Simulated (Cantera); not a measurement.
# Catalytic combustion on Pt

An isothermal plug-flow reactor at 775 K and 1100000 Pa (inlet), inlet velocity 0.22 m/s, active area per volume 280 1/m; feed H₂ : O₂ : N₂ = 0.0064 : 0.12 : 0.79 (molar parts), equivalence ratio 0.027.

Cantera simulation using Deutschmann's 1995 Pt surface mechanism with GRI-Mech 3.0 gas chemistry; the numbers are that mechanism's predictions, not measurements. Catalytic surfaces can have several steady states; this one follows from the mechanism file's or the stated starting coverage. Mass transfer to the wall is taken as infinitely fast.

```
z (m)       x H₂   x O₂    x H₂O  θ free Pt   θ O*    θ OH*
------  --------  -----  -------  ---------  -----  -------
0.001    0.00125  0.128  0.00576     0.0208  0.975  0.00458
0.0018  0.000699  0.128  0.00631     0.0141  0.982  0.00389
0.0031  0.000357  0.128  0.00665     0.0106  0.986  0.00343
0.0056  0.000130  0.128  0.00688    0.00864  0.988  0.00313
0.01     2.80e-5  0.128  0.00698    0.00787  0.989  0.00300
0.018    1.97e-6  0.128  0.00701    0.00768  0.989  0.00296
0.031    2.73e-8  0.128  0.00701    0.00767  0.989  0.00296
0.056   7.34e-12  0.128  0.00701    0.00767  0.989  0.00296
0.1       <1e-12  0.128  0.00701    0.00767  0.989  0.00296
```
x: gas mole fraction; θ: surface coverage.
